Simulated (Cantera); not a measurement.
# Stirred combustor or abatement burner

A perfectly stirred reactor is fed with 15.9 % H₂, 17.6 % O₂, 66.5 % N₂, equivalence ratio 0.45, at 150000 Pa; it is adiabatic with a 523 K inlet, and is followed from long to short residence time, starting on the burning branch (τ in s: 0.19, 0.083, 0.037, 0.016, 0.0073, 0.0033, 0.0015, 0.00065, 0.00029, 0.00013, 5.8e-05, 2.6e-05, 1.1e-05).

Cantera simulation using the H2/O2 subset of GRI-Mech 3.0, which has no nitrogen chemistry; the numbers are that mechanism's predictions, not measurements.

| τ (s) | T (K) | x H₂ | x O₂ | x H | x O | x HO₂ | x H₂O | x H₂O₂ |
|---|---|---|---|---|---|---|---|---|
| 0.19 | 1725 | 6.39e-5 | 0.105 | 4.09e-6 | 5.75e-5 | 1.39e-6 | 0.172 | 9.95e-8 |
| 0.083 | 1724 | 0.000108 | 0.105 | 8.79e-6 | 9.56e-5 | 2.09e-6 | 0.172 | 1.39e-7 |
| 0.037 | 1721 | 0.000183 | 0.105 | 1.93e-5 | 0.000161 | 3.28e-6 | 0.172 | 1.97e-7 |
| 0.016 | 1718 | 0.000318 | 0.105 | 4.42e-5 | 0.000281 | 5.38e-6 | 0.171 | 2.81e-7 |
| 0.0073 | 1712 | 0.000534 | 0.105 | 9.68e-5 | 0.000474 | 8.56e-6 | 0.171 | 3.89e-7 |
| 0.0033 | 1704 | 0.000898 | 0.105 | 0.000213 | 0.000800 | 1.35e-5 | 0.170 | 5.38e-7 |
| 0.0015 | 1691 | 0.00149 | 0.104 | 0.000460 | 0.00133 | 2.07e-5 | 0.169 | 7.42e-7 |
| 0.00065 | 1669 | 0.00254 | 0.104 | 0.00102 | 0.00222 | 3.14e-5 | 0.167 | 1.06e-6 |
| 0.00029 | 1635 | 0.00420 | 0.104 | 0.00212 | 0.00349 | 4.48e-5 | 0.164 | 1.53e-6 |
| 0.00013 | 1583 | 0.00692 | 0.105 | 0.00415 | 0.00514 | 6.10e-5 | 0.159 | 2.37e-6 |
| 5.8e-5 | 1505 | 0.0118 | 0.106 | 0.00749 | 0.00677 | 8.07e-5 | 0.151 | 4.03e-6 |
| 2.6e-5 | 1384 | 0.0235 | 0.112 | 0.0115 | 0.00699 | 0.000109 | 0.136 | 7.84e-6 |
| 1.1e-5 | 523 | 0.159 | 0.176 | <1e-12 | <1e-12 | <1e-12 | <1e-12 | <1e-12 |
x: mole fraction; the columns are a selection and need not sum to one.
